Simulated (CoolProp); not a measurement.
The numbers come from the reference Helmholtz-energy equation of state, Schroeder 2014 in CoolProp.

**Question.** Give the vapour pressure (MPa), liquid density (kg/m³), vapour density (kg/m³) of saturated ethanol at 308.4, 352.7, 382.2 K.

**Answer.** 
| T (K) | p (MPa) | liquid density (kg/m³) | vapour density (kg/m³) |
|---|---|---|---|
| 308.4 | 0.0139 | 776 | 0.252 |
| 352.7 | 0.106 | 735 | 1.72 |
| 382.2 | 0.303 | 704 | 4.71 |
